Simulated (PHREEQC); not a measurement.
A solution holds 1.6 mmol/kgw MgCl2, 120 mmol/kgw Na2SO4 and 0.0044 mmol/kgw H4SiO4, at 20 °C. Closed to the air; pH follows from the charge balance.

All values are PHREEQC results (ion-association model, wateq4f.dat), not measurements.

Precipitation was switched off in this run.

Order these S species by the share of S that they hold, largest first: SO4-2, NaSO4-, MgSO4.

SO4-2 (79 %), NaSO4- (21 %), MgSO4 (0.78 %)

The pH is 7.28 and the ionic strength 0.311 mol/kgw. Complexes and solids missing from the database can't appear.
